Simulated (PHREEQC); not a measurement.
Consider water at 25 °C with 0.22 mol HCl and 0.028 mol MnSO4 per kg of water. Closed to the air; pH follows from the charge balance.

The numbers come from PHREEQC with the ion-association model, phreeqc.dat.

Question: The ionic strength comes out as 0.271 mol/kgw. What activity coefficients do Mn+2, H+, HSO4-, SO4-2, MnCl+ get?

Answer: Mn+2 0.30, H+ 0.79, HSO4- 0.74, SO4-2 0.26, MnCl+ 0.72.

Precipitation was switched off in this run. Species that the database lacks are ignored.
